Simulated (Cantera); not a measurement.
# Tantalum, niobium, vanadium and zirconium in process gases: V + H2O

Input: 1 mol V, 0.039 mol H2O, at 18.0 Torr.

These are equilibrium values from Cantera (NASA tables, ideal gas, pure condensed phases), not measurements of a reactor. Candidate condensed phases: H2O, V, VO, V2O3, V2O4, V2O5; 12 gas species. Each liquid is taken as pure. Mutual solubility and eutectic melting of coexisting phases are not modelled. VO: taken at fixed stoichiometry. Condensed phases not in the tables: N, O or C dissolved in the metal. Rates play no part.

```
T (K)  log p H2  log p H  log p V  log p VO  log p VO2  log p H2O  log p OH  log p O  n V(s)  n VO(s)  n VO(l)  n V(l)
-----  --------  -------  -------  --------  ---------  ---------  --------  -------  ------  -------  -------  ------
1625      -1.62    -4.96    -8.69     -8.86     -10.29      -6.07    -10.78     <-13   0.961   0.0390        0       0
1700      -1.62    -4.64    -7.97     -8.11      -9.47      -5.83    -10.14   -13.26   0.961   0.0390        0       0
1775      -1.62    -4.35    -7.31     -7.43      -8.71      -5.62     -9.56   -12.39   0.961   0.0390        0       0
1850      -1.62    -4.08    -6.71     -6.81      -8.03      -5.43     -9.02   -11.60   0.961   0.0390        0       0
1925      -1.62    -3.83    -6.15     -6.24      -7.40      -5.26     -8.53   -10.86   0.961   0.0390        0       0
2000      -1.62    -3.60    -5.64     -5.71      -6.82      -5.10     -8.07   -10.19   0.961   0.0390        0       0
2075      -1.63    -3.39    -5.16     -5.24      -6.30      -4.96     -7.66    -9.57   0.961        0   0.0390       0
2150      -1.63    -3.19    -4.72     -4.83      -5.90      -4.87     -7.32    -9.03   0.961        0   0.0389       0
2225      -1.64    -3.01    -4.32     -4.46      -5.53      -4.79     -7.00    -8.52       0        0   0.0389   0.961
2300      -1.65    -2.84    -3.96     -4.12      -5.17      -4.70     -6.69    -8.04       0        0   0.0388   0.961
2375      -1.67    -2.68    -3.62     -3.79      -4.83      -4.63     -6.40    -7.59       0        0   0.0386   0.961
2450      -1.69    -2.54    -3.30     -3.49      -4.51      -4.57     -6.13    -7.16       0        0   0.0383   0.960
2525      -1.73    -2.42    -3.00     -3.21      -4.22      -4.53     -5.89    -6.76       0        0   0.0375   0.959
```
log p: log10 of the partial pressure in bar; n: condensed amount in mol.

From 1625 K to 2000 K the condensed part is V(s) + VO(s). From 2075 K to 2150 K the condensed part is V(s) + VO(l). From 2225 K to 2525 K the condensed part is V(l) + VO(l). The main V-bearing gas is V throughout.
